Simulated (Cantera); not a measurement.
Charge: 1 mol Si, 20 mol HCl, 59 mol H2, equilibrated at 0.0585 Torr.

Cantera equilibrium calculation (NASA polynomials, part measured and part estimated; ideal gas, pure solids and liquids). Candidate condensed phases: Si; 19 gas species. The tables' values for SiCl3 are old estimates; treat these amounts as uncertain. Equilibrium is a limit: real reactors are often held back by kinetics, nucleation or transport. All values below are at 1248 K.

Base state: H2 0.760, HCl 0.227, SiCl2 0.0120, SiCl3 0.000491, SiCl4 0.000145, H 4.61e-5, SiHCl3 1.70e-5, Cl 1.18e-5 (mole fractions); condensed: gas only.

Task: What changes in the equilibrium state with this change: pressure from 0.0585 Torr to 1.00 Torr?

Result: 
```csv
species,before,after
H2,0.760,0.764
HCl,0.227,0.223
SiCl2,0.0120,0.00915
SiHCl3,1.70e-5,0.000218
SiCl4,0.000145,0.00181
Cl,1.18e-5,2.79e-6
H,4.61e-5,1.12e-5
SiCl3,0.000491,0.00151
```

Task: What changes in the equilibrium state with this change: HCl from 20 to 2.6 mol?

Result: 
```json
[
 {"species": "H2", "before": "0.760", "after": "0.961"},
 {"species": "HCl", "before": "0.227", "after": "0.0355"},
 {"species": "SiCl2", "before": "0.0120", "after": "0.00330"},
 {"species": "SiCl4", "before": "0.000145", "after": "7.69e-7"},
 {"species": "SiCl3", "before": "0.000491", "after": "1.88e-5"},
 {"species": "SiHCl3", "before": "1.70e-5", "after": "7.33e-7"},
 {"species": "Cl", "before": "1.18e-5", "after": "1.64e-6"},
 {"species": "Si(s), mol", "before": "0", "after": "0.795"}
]
```
